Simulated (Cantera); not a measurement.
An isothermal, constant-pressure homogeneous reactor starts with CH4 : H2O : H2 = 1 : 4.8 : 0.1 (molar parts), at 1225 K and 500000 Pa. Integrator tolerance rtol = 1e-08.

Cantera simulation using GRI-Mech 3.0 (53 species, 325 reactions); the numbers are that mechanism's predictions, not measurements.

Question: What does this change do: temperature 1225 to 2025 K?

Answer: 
```json
[
 {"quantity": "x(CH4) at 200 s", "before": "0.138 (gas-phase equilibrium 9.63e-5)", "after": "1.48e-8 (gas-phase equilibrium 1.68e-8)"},
 {"quantity": "x(H2O) at 200 s", "before": "0.781 (gas-phase equilibrium 0.431)", "after": "0.457 (gas-phase equilibrium 0.457)"},
 {"quantity": "x(H2) at 200 s", "before": "0.0643 (gas-phase equilibrium 0.443)", "after": "0.416 (gas-phase equilibrium 0.416)"},
 {"quantity": "x(C2H2) at 200 s", "before": "0.00277 (gas-phase equilibrium 4.13e-12)", "after": "<1e-12 (gas-phase equilibrium <1e-12)"},
 {"quantity": "x(HCO) at 200 s", "before": "1.48e-12 (gas-phase equilibrium 2.17e-10)", "after": "9.64e-8 (gas-phase equilibrium 9.64e-8)"},
 {"quantity": "x(CO2) at 200 s", "before": "0.00527 (gas-phase equilibrium 0.0504)", "after": "0.0241 (gas-phase equilibrium 0.0241)"}
]
```

Question: What does this change do: H2 0.1 to 0.024 parts?

Answer: 
```csv
quantity,before,after
x(CH4) at 200 s,0.138 (gas-phase equilibrium 9.63e-5),0.135 (gas-phase equilibrium 9.26e-5)
x(H2O) at 200 s,0.781 (gas-phase equilibrium 0.431),0.785 (gas-phase equilibrium 0.434)
x(H2) at 200 s,0.0643 (gas-phase equilibrium 0.443),0.0605 (gas-phase equilibrium 0.438)
x(C2H2) at 200 s,0.00277 (gas-phase equilibrium 4.13e-12),0.00325 (gas-phase equilibrium 3.95e-12)
x(HCO) at 200 s,1.48e-12 (gas-phase equilibrium 2.17e-10),1.67e-12 (gas-phase equilibrium 2.17e-10)
x(CO2) at 200 s,0.00527 (gas-phase equilibrium 0.0504),0.00657 (gas-phase equilibrium 0.0515)
```
